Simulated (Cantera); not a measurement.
A perfectly stirred reactor is fed with CH4 : H2 : N2 = 0.031 : 0.15 : 0.018 (molar parts), at 20.0 Torr; it is held at 2125 K, and followed from long to short residence time.

Model: GRI-Mech 3.0 (53 species, 325 reactions), integrated in Cantera. GRI-Mech 3.0 stops at C3 and has no aromatics, soot or wall deposition, so with more carbon than oxygen in the feed, carbon stays in small species such as C2H2 where larger ones or solid carbon would form. Radical loss at walls, strong at low pressure, is not modelled.

x: mole fraction; the columns are a selection and need not sum to one.

| τ (s) | x CH4 | x H2 | x H | x C2H6 | x C2H |
|---|---|---|---|---|---|
| 2.7 | 0.000693 | 0.837 | 0.0177 | 8.12e-9 | … |
| 0.93 | 0.00150 | 0.839 | 0.0152 | 3.31e-8 | … |
| 0.32 | 0.00348 | 0.840 | 0.0123 | 1.46e-7 | … |
| 0.11 | 0.00797 | 0.839 | 0.00994 | 6.11e-7 | … |
| 0.038 | 0.0171 | 0.834 | 0.00816 | 2.28e-6 | … |
| 0.013 | 0.0342 | 0.823 | 0.00679 | 7.35e-6 | … |
| 0.0044 | 0.0621 | 0.804 | 0.00561 | 1.93e-5 | … |
| 0.0015 | 0.0997 | 0.780 | 0.00429 | 3.50e-5 | … |

Question: Complete the blanks.

Answer: 
- 2.7, x C2H: 3.88e-5
- 0.93, x C2H: 3.31e-5
- 0.32, x C2H: 2.65e-5
- 0.11, x C2H: 2.07e-5
- 0.038, x C2H: 1.58e-5
- 0.013, x C2H: 1.14e-5
- 0.0044, x C2H: 6.90e-6
- 0.0015, x C2H: 2.70e-6
